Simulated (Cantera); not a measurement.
Input: 1 mol Si₂Cl₆, 2.8 mol HCl, 13 mol H₂, held at 1600 K and 33.0 mbar.

Cantera equilibrium calculation (NASA polynomials, part measured and part estimated; ideal gas, pure solids and liquids). Candidate condensed phases: Si; 19 gas species. The feed counts by its element totals alone. The tables' values for SiCl₃, SiCl are old estimates; treat these amounts as uncertain. Kinetics and transport are ignored.

Base state: H₂ 0.647, HCl 0.246, SiCl₂ 0.0976, SiCl₃ 0.00740, SiCl₄ 0.00138, SiHCl₃ 0.000525, H 0.000241, Cl 7.24e-5 (mole fractions); condensed: gas only.

### Question
What changes in the equilibrium state with this change: pressure from 33.0 mbar to 18.0 mbar?

### Answer
```tsv
species	before	after
H₂	0.647	0.644
HCl	0.246	0.249
SiCl₂	0.0976	0.1000
SiH₂Cl₂	3.33e-5	1.85e-5
SiHCl₃	0.000525	0.000296
SiCl₄	0.00138	0.000792
```
